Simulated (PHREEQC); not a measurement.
# Buffer (model solution)

A solution holds 0.028 mol/kgw NaHSO4, 0.00022 mol/kgw NaF and 0.0037 mol/kgw LiCl, at 25 °C. Closed to the air; pH follows from the charge balance.

Computed with PHREEQC (ion-association model, phreeqc.dat).

| Item | Result |
|---|---|
| pH | 1.86 |
| ionic strength | 0.0630 mol/kgw |
| specific conductance | 8840 µS/cm |
| density | 1.000 g/cm³ |
| total alkalinity | -28.0 meq/kg |

| species | molality | activity | log γ |
|---|---|---|---|
| Na+ | 0.0273 | 0.0222 | -0.091 |
| H+ | 0.0165 | 0.0139 | -0.073 |
| SO4-2 | 0.0157 | 0.00675 | -0.365 |
| HSO4- | 0.0113 | 0.00914 | -0.093 |
| Cl- | 0.00370 | 0.00296 | -0.097 |
| Li+ | 0.00359 | 0.00295 | -0.086 |
| NaSO4- | 0.000920 | 0.000750 | -0.089 |
| HF | 0.000207 | 0.000210 | 0.006 |
| LiSO4- | 0.000107 | 8.70e-5 | -0.091 |
| F- | 1.27e-5 | 1.01e-5 | -0.099 |
| NaF | 1.27e-7 | 1.28e-7 | 0.006 |
| HF2- | 1.01e-8 | 8.13e-9 | -0.093 |

This is a speciation only: nothing precipitates in the calculation.
